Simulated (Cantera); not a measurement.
# Abatement and gas-phase synthesis: N2O + H2 + N2

Feed: 1 mol N2O, 1.7 mol H2, 0.38 mol N2, held at 3450 K.

Cantera equilibrium calculation (NASA polynomials, part measured and part estimated; ideal gas, pure solids and liquids). Candidate condensed phases: H2O; 24 gas species. The ideal-gas law is rough above about 30 bar. The numbers say what is thermodynamically allowed, not how fast it happens.

| P (Pa) | x H | x N2 | x H2O | x H2 | x O | x OH | x NO | x O2 |
|---|---|---|---|---|---|---|---|---|
| 10 | 0.586 | 0.233 | 2.93e-8 | 0.000124 | 0.172 | 6.21e-5 | 0.000361 | 1.57e-5 |
| 65 | 0.586 | 0.237 | 1.24e-6 | 0.000806 | 0.171 | 0.000403 | 0.000925 | 0.000102 |
| 420 | 0.581 | 0.239 | 4.98e-5 | 0.00511 | 0.168 | 0.00253 | 0.00232 | 0.000633 |
| 2700 | 0.544 | 0.248 | 0.00165 | 0.0288 | 0.154 | 0.0140 | 0.00548 | 0.00341 |
| 17000 | 0.411 | 0.285 | 0.0260 | 0.104 | 0.107 | 0.0462 | 0.0103 | 0.0104 |
| 110000 | 0.215 | 0.353 | 0.120 | 0.183 | 0.0433 | 0.0631 | 0.0117 | 0.0110 |
| 720000 | 0.0903 | 0.406 | 0.226 | 0.212 | 0.0108 | 0.0431 | 0.00799 | 0.00443 |
| 4700000 | 0.0360 | 0.431 | 0.285 | 0.220 | 0.00200 | 0.0209 | 0.00392 | 0.00100 |
| 30000000 | 0.0144 | 0.441 | 0.309 | 0.224 | 0.000334 | 0.00889 | 0.00167 | 0.000178 |
x: gas mole fraction; nothing condenses.

From 10.0 Pa to 300 bar nothing is condensed.
